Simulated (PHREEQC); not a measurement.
A solution holds 0.0015 mol MnSO4 per kg of water, at 25 °C. Closed to the air; pH follows from the charge balance.

Computed with PHREEQC (ion-association model, wateq4f.dat).

```csv
quantity,before,after
pH,6.74,5.28
ionic strength (mol/kgw),0.00532,0.00532
HSO4- (mol/kgw),1.85e-8,5.43e-7
```

Which change was made?
(A) temperature from 25 to 50 °C
(B) 0.0024 mol/kgw (CH3)4NCl added
(C) 6.9e-05 mol/kgw CO2 added
(D) MnSO4 replaced by KHSO4 at the same molality

C, 6.9e-05 mol/kgw CO2 added

No solid was allowed to form.
